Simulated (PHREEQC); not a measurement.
Dissolve 0.17 mol/kgw CuCl2, 4.5e-05 mol/kgw HCl and 0.087 mol/kgw FeCl3 at 20 °C. Closed to the air; pH follows from the charge balance.

Equilibrium calculation in PHREEQC: ion-association model, phreeqc.dat.

Q: The ionic strength comes out as 0.718 mol/kgw. What activity coefficients do CuCl+, FeCl2+, Fe+3, CuCl3-, Cl- get?

A: CuCl+ 0.63, FeCl2+ 0.66, Fe+3 0.079, CuCl3- 0.63, Cl- 0.63.

No solid was allowed to form. The solution is supersaturated, for example in Hematite (slow to form), Goethite (slow to form), so a real one may precipitate; this is no full list. Ionic strength above about 0.7 mol/kgw puts this run outside the model's range.
